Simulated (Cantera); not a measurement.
Feed: 1 mol Si, 1.3 mol Br₂, 6 mol N₂, held at 0.000580 bar.

Cantera equilibrium calculation (NASA polynomials, part measured and part estimated; ideal gas, pure solids and liquids). Candidate condensed phases: Br₂, Si, Si₃N₄; 13 gas species. N₂ is the only nitrogen source here; it is nearly inert below about 1500 K, so the nitride shown seldom forms there in practice. The numbers say what is thermodynamically allowed, not how fast it happens.

Question: Which condensed phases are stable at each of these points (T (K)): 873, 948, 1023, 1098, 1173, 1248, 1323, 1398, 1473, 1548, 1623, 1698, 1773?

Answer: 
```
T (K)  condensed phases  Si condensed (%)
-----  ----------------  ----------------
873            Si₃N₄(s)              35.0
948            Si₃N₄(s)              35.0
1023           Si₃N₄(s)              35.0
1098           Si₃N₄(s)              34.7
1173           Si₃N₄(s)              32.6
1248           Si₃N₄(s)              22.5
1323           gas only               0.0
1398           gas only               0.0
1473           gas only               0.0
1548           gas only               0.0
1623           gas only               0.0
1698           gas only               0.0
1773              Si(l)               4.8
```

From 873 K to 1248 K the condensed part is Si₃N₄(s). From 1323 K to 1698 K nothing is condensed. At 1773 K the condensed part is Si(l).
